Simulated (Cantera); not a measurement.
Input: 1 mol C₂H₅OH, 0.34 mol H₂, 1.9 mol N₂, at 17.0 mbar.

Equilibrium computed with Cantera from the NASA thermochemical tables; the gas is ideal and each condensed phase is pure. Candidate condensed phases: C, C₆H₆, C₇H₈, C₈H₁₈, H₂O; 136 gas species. Equilibrium is a limit: real reactors are often held back by kinetics, nucleation or transport. All values below are at 2950 K.

Base state: H 0.424, N₂ 0.209, H₂ 0.168, CO 0.123, HCN 0.0343, C₃ 0.0107, C₂H₂ (acetylene) 0.00900, CN 0.00853 (mole fractions); condensed: C(graphite).

**Question.** What changes in the equilibrium state with this change: pressure from 17.0 mbar to 1.00 bar?

**Answer.** 
| species | before | after |
|---|---|---|
| H₂ | 0.168 | 0.410 |
| N₂ | 0.209 | 0.255 |
| CO | 0.123 | 0.153 |
| H | 0.424 | 0.0865 |
| C₃ | 0.0107 | 0.000181 |
| C₂H₂ (acetylene) | 0.00900 | 0.0220 |
| HCN | 0.0343 | 0.0593 |
| HNC | 0.00622 | 0.0107 |
| CH₄ | 3.93e-8 | 1.38e-5 |
| C₂ | 0.00107 | 1.82e-5 |
| C₅ | 0.000167 | 2.85e-6 |
| C₄ | 3.12e-5 | 5.30e-7 |
| C | 0.00184 | 3.12e-5 |
| C(graphite), mol | 0.0853 | 0.216 |
